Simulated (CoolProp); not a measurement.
A closed Brayton cycle with dry air: compressor inlet 331.15 K and 7.5 MPa, high pressure 16 MPa, turbine inlet 945 K, compressor efficiency 0.8, turbine efficiency 0.93, recuperator effectiveness 0 (on enthalpy, no pinch check). Each further row changes one setting.

The numbers come from the reference Helmholtz-energy equation of state, Lemmon 2000 in CoolProp. It is a pseudo-pure fit of the blend.

```json
[
 {"case": "as stated", "thermal efficiency (%)": "13.5", "net work (kJ/kg)": "76.8", "compressor to turbine work": "0.57", "compressor exit (K)": "431.7", "turbine exit (K)": "788.7"},
 {"case": "turbine inlet 895 K", "thermal efficiency (%)": "13.1", "net work (kJ/kg)": "67.3", "compressor to turbine work": "0.61", "compressor exit (K)": "431.7", "turbine exit (K)": "745.6"},
 {"case": "compressor inlet 341.15 K", "thermal efficiency (%)": "13.2", "net work (kJ/kg)": "73.4", "compressor to turbine work": "0.59", "compressor exit (K)": "444.6", "turbine exit (K)": "788.7"},
 {"case": "high pressure 13.6 MPa", "thermal efficiency (%)": "11.0", "net work (kJ/kg)": "65.2", "compressor to turbine work": "0.55", "compressor exit (K)": "408.3", "turbine exit (K)": "820.1"},
 {"case": "recuperator effectiveness 0.5", "thermal efficiency (%)": "20.3", "net work (kJ/kg)": "76.8", "compressor to turbine work": "0.57", "compressor exit (K)": "431.7", "turbine exit (K)": "788.7"}
]
```
